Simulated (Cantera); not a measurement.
Feed: 1 mol SiHCl₃, 0.027 mol HCl, 13 mol N₂, equilibrated at 527 °C and 150 Torr.

Equilibrium computed with Cantera from the NASA thermochemical tables; the gas is ideal and each condensed phase is pure. Candidate condensed phases: NH₄Cl, Si, Si₃N₄; 28 gas species. N₂ is the only nitrogen source here; it is nearly inert below about 1500 K, so the nitride shown seldom forms there in practice. Kinetics and transport are ignored.

Base state: N₂ 0.897, HCl 0.0525, SiCl₄ 0.0403, H₂ 0.0100 (mole fractions); condensed: Si₃N₄(s).

**Question.** What changes in the equilibrium state with this change: temperature from 527 °C to 1052 °C?

**Answer.** 
| species | before | after |
|---|---|---|
| N₂ | 0.897 | 0.894 |
| HCl | 0.0525 | 0.0614 |
| SiCl₄ | 0.0403 | 0.0360 |
| H₂ | 0.0100 | 0.00537 |
| SiCl₂ | <1e-9 | 0.000586 |
| SiCl₃ | 1.08e-7 | 0.00197 |
| SiHCl₃ | 6.94e-6 | 0.000161 |
| Si₃N₄(s), mol | 0.143 | 0.150 |
The tables' values for SiCl₃ are old estimates; treat these amounts as uncertain.
